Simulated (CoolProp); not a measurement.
Properties of R1234ze(Z) at several states.

Computed with CoolProp (reference Helmholtz-energy equation of state, Akasaka 2019).

```csv
T (K),p (MPa),phase,density (kg/m³),cv (kJ/(kg K)),isothermal compressibility (1/MPa)
418.4,1.7,gas,…,1.026,…
364.4,0.722,gas,…,…,1.658
378.9,3.16,liquid,979.0,1.019,0.01309
```

### Question
What belongs in the gaps?

### Answer

- 418.4, density (kg/m³): 71.16
- 418.4, isothermal compressibility (1/MPa): 0.7806
- 364.4, density (kg/m³): 31.88
- 364.4, cv (kJ/(kg K)): 0.9281
